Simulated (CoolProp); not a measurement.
Vapour-liquid equilibrium of ethanol (1) + cyclohexane (2) at 721 kPa; x and y are mole fractions of (1).

Values from CoolProp's multi-fluid Helmholtz-energy mixture model, Schroeder 2014 and Zhou 2014; pair parameters Bell 2016.

**Question.** Give the bubble temperature and the first vapour's composition at x = 0.5, 0.8, 0.95. Is there an azeotrope?

**Answer.** x = 0.5: 406.2 K, y = 0.590; x = 0.8: 406.6 K, y = 0.739; x = 0.95: 409.7 K, y = 0.914. y crosses x between x = 0.5 and 0.65: the model has an azeotrope there.

The pair parameters rest on a limited set of measurements; away from them the model extrapolates.
